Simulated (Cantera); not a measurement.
Mixture: 12.8 % H2, 11.0 % O2, 76.2 % N2, equivalence ratio 0.58, at 550000 Pa, adiabatic and at constant pressure. Ignition delay is the time to a rise of 400 K.

Cantera simulation using the H2/O2 subset of GRI-Mech 3.0, which has no nitrogen chemistry; the numbers are that mechanism's predictions, not measurements. The hydrogen kinetics of GRI-Mech 3.0 are dated; newer H2 mechanisms differ, most at raised pressure. Where the delays flatten at high temperature, the 400 K rule measures the pace of heat release, not the induction time.

Q: Predict: delay at 998 K; delay at 1198 K; delay at 1398 K; delay at 1598 K; delay at 1798 K.

A: 
```json
{
  "delay at 998 K": "19.5 ms",
  "delay at 1198 K": "25.8 µs",
  "delay at 1398 K": "6.75 µs",
  "delay at 1598 K": "4.18 µs",
  "delay at 1798 K": "3.71 µs"
}
```
